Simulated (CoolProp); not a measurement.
Saturation properties of C2F6 (R116).

Computed with CoolProp (reference Helmholtz-energy equation of state, Lemmon 2006). It is a short technical equation, of lower accuracy than the large ones.

| T (K) | p (MPa) | vapour density (kg/m³) | enthalpy of vaporisation (kJ/kg) | surface tension (mN/m) | vapour viscosity (µPa s) |
|---|---|---|---|---|---|
| 190.5 | ___ | ___ | 118.9 | 11.7 | 8.92 |
| 194.8 | 0.09993 | 8.913 | 117.1 | 11.1 | 9.11 |
| 199 | 0.1246 | 10.97 | 115.3 | 10.5 | 9.30 |
| 203.3 | ___ | ___ | ___ | 9.93 | 9.49 |
| 207.5 | 0.1889 | 16.25 | 111.4 | ___ | 9.68 |
| 211.8 | 0.2298 | ___ | 109.3 | 8.80 | 9.87 |
| 216 | 0.2760 | 23.34 | 107.2 | 8.25 | 10.1 |
| 220.2 | 0.3288 | 27.64 | 105.0 | 7.70 | 10.2 |
| 224.5 | 0.3904 | ___ | 102.6 | 7.15 | 10.4 |
| 228.7 | 0.4587 | 38.29 | 100.2 | 6.61 | 10.6 |

Fill in the missing entries.


- 190.5, p (MPa): 0.07877
- 190.5, vapour density (kg/m³): 7.133
- 203.3, p (MPa): 0.1546
- 203.3, vapour density (kg/m³): 13.44
- 203.3, enthalpy of vaporisation (kJ/kg): 113.3
- 207.5, surface tension (mN/m): 9.37
- 211.8, vapour density (kg/m³): 19.58
- 224.5, vapour density (kg/m³): 32.68

It boils at 195.1 K under 1 atm.

Viscosity comes from a separate model (Huber 2003), an estimate that may be off by 10 % or more. Surface tension comes from a separate correlation (Mulero 2012).
